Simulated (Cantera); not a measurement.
## Silicon nitride deposition: SiH2Cl2 + NH3

Input: 1 mol SiH2Cl2, a varied amount of NH3, held at 36.0 Pa.

Cantera equilibrium calculation (NASA polynomials, part measured and part estimated; ideal gas, pure solids and liquids). Candidate condensed phases: NH4Cl, Si, Si3N4; 28 gas species. Mutual solubility and eutectic melting of coexisting phases are not modelled. The tables' values for SiCl3 are old estimates. Equilibrium is a limit: real reactors are often held back by kinetics, nucleation or transport.

Stable condensed phases:

```
T in K \ n(NH3) in mol
         0.12 0.19 0.31 0.49 0.77  1.2  1.9  3.1  4.8  7.7   12   19
   1873     A    A    A    A    A    A    A    A    A    A    B    B
   1773     A    A    A    A    A    A    A    A    A    A    A    A
   1673     A    A    A    A    A    A    A    A    A    A    A    A
   1573     A    A    A    A    A    A    A    A    A    A    A    A
   1473     A    A    A    C    C    D    D    D    D    D    D    D
   1373     C    C    C    D    D    D    D    D    D    D    D    D
   1273     C    C    C    D    D    D    D    D    D    D    D    D
   1173     C    C    C    C    D    D    D    D    D    D    D    D
   1073     C    C    C    C    D    D    D    D    D    D    D    D
    973     C    C    C    C    D    D    D    D    D    D    D    D
    873     C    C    C    C    D    D    D    D    D    D    D    D
```

A: Si; B: gas only; C: Si + Si3N4; D: Si3N4.
